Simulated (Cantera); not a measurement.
Cantera with NASA thermochemical tables; ideal gases at 1 bar, condensed phases pure. Values are per mole of reaction as written; species without (g) are pure solids or liquids, kept so even where they would boil at 1 bar.

**Question.** Between 1025 and 2025 K, where is each reaction favourable under standard conditions?
- N2O(g) + 2 NbO2(g) ⇌ 2 N(g) + Nb2O5

**Answer.** 
- N2O(g) + 2 NbO2(g) ⇌ 2 N(g) + Nb2O5: ΔG° is -332 kJ at 1025 K and -105 kJ at 2025 K; it stays negative (K > 1). ΔH° is -431 kJ and ΔS° -161 J/K at 2025 K.
